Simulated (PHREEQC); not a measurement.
Solution (25 °C): 0.0017 mol/kgw CaSO4, 0.00047 mol/kgw Na2SO4 and 0.0081 mol/kgw NaCl. Closed to the air; pH follows from the charge balance.

Computed with PHREEQC (ion-association model, phreeqc.dat).

Each row changes one thing in this solution. Precipitation was switched off in this run.

| case | pH | ionic strength (mol/kgw) | SO4-2 (mol/kgw) | Ca+2 (mol/kgw) | CaSO4 (mol/kgw) | NaSO4- (mol/kgw) | SI of Gypsum (CaSO4:2H2O) | SI of Halite (NaCl) |
|---|---|---|---|---|---|---|---|---|
| as made | 7.01 | 0.0154 | 0.00192 | 0.00151 | 0.000195 | 5.31e-5 | -1.38 | -5.82 |
| Na2SO4 from 0.00047 to 0.00094 mol/kgw | 7.02 | 0.0167 | 0.00234 | 0.00147 | 0.000226 | 7.03e-5 | -1.31 | -5.78 |
| diluted 100-fold with water | 7.00 | 0.000163 | 2.16e-5 | ___ | 5.79e-8 | 9.24e-9 | -4.91 | -9.72 |
| Na2SO4 left out | 7.01 | 0.0142 | 0.00150 | 0.00154 | 0.000161 | 3.78e-5 | -1.46 | -5.86 |
| Na2SO4 replaced by KHSO4 at the same molality | 3.42 | 0.0153 | 0.00188 | 0.00151 | 0.000192 | 4.66e-5 | -1.39 | -5.86 |
| temperature from 25 to 40 °C | 6.79 | 0.0154 | 0.00191 | 0.00149 | 0.000208 | 5.69e-5 | -1.38 | -5.83 |
| diluted 2-fold with water | 7.01 | 0.00785 | ___ | 0.000783 | 6.74e-5 | ___ | -1.84 | -6.39 |
| 0.0077 mol/kgw NH3 added | 10.55 | 0.0158 | 0.00192 | 0.00150 | 0.000192 | 5.27e-5 | -1.38 | -5.82 |
| CaSO4 from 0.0017 to 0.00034 mol/kgw | 7.00 | 0.0107 | 0.000768 | 0.000321 | 1.91e-5 | 2.28e-5 | -2.39 | ___ |

Complete the blanks.


- diluted 100-fold with water, Ca+2 (mol/kgw): 1.69e-5
- diluted 2-fold with water, SO4-2 (mol/kgw): 0.00100
- diluted 2-fold with water, NaSO4- (mol/kgw): 1.57e-5
- CaSO4 from 0.0017 to 0.00034 mol/kgw, SI of Halite (NaCl): -5.80

Away from 25 °C the constants follow the database's enthalpies or fits; those with neither stay at their 25 °C values.
